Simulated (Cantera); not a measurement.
A closed system holds: 1 mol Al, 5 mol Cl₂, 9.6 mol N₂, equilibrated at 252 °C and 0.133 bar.

These are equilibrium values from Cantera (NASA tables, ideal gas, pure condensed phases), not measurements of a reactor. Candidate condensed phases: Al, AlCl₃, AlN; 11 gas species. Rates play no part.

Base state: N₂ 0.705, Cl₂ 0.257, Al₂Cl₆ 0.0355, AlCl₃ 0.00241 (mole fractions); condensed: gas only.

Task: What changes in the equilibrium state with this change: Cl₂ from 5 to 0.46 mol?

Result: 
```json
[
 {"species": "N₂", "before": "0.705", "after": "0.983"},
 {"species": "Al₂Cl₆", "before": "0.0355", "after": "0.0155"},
 {"species": "AlCl₃", "before": "0.00241", "after": "0.00159"},
 {"species": "Cl₂", "before": "0.257", "after": "<1e-9"},
 {"species": "AlN(s), mol", "before": "0", "after": "0.693"}
]
```
